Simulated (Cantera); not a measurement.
An adiabatic, constant-volume homogeneous reactor starts with C₃H₈ : O₂ : N₂ = 1 : 2.63 : 9.89 (molar parts), at 1250 K and 74000 Pa.

Cantera simulation using GRI-Mech 3.0 (53 species, 325 reactions); the numbers are that mechanism's predictions, not measurements. GRI-Mech 3.0 was tuned for natural gas; its chemistry of propane as a main component is partial and can be far from experiment.

**Question.** Predict: time of steepest temperature rise; temperature at 0.700 s; equilibrium temperature; x(O₂) at 0.700 s; x(H) at 0.700 s; x(H₂O₂) at 0.700 s; x(H₂O) at 0.700 s.

**Answer.** 
```
Item                                                                  Result
---------------------------------  -----------------------------------------
time of steepest temperature rise                                    2.57 ms
temperature at 0.700 s                                                2729 K
equilibrium temperature                                               2729 K
x(O₂) at 0.700 s                   0.000110 (gas-phase equilibrium 0.000110)
x(H) at 0.700 s                        0.0153 (gas-phase equilibrium 0.0153)
x(H₂O₂) at 0.700 s                   1.77e-8 (gas-phase equilibrium 1.77e-8)
x(H₂O) at 0.700 s                        0.107 (gas-phase equilibrium 0.107)
```
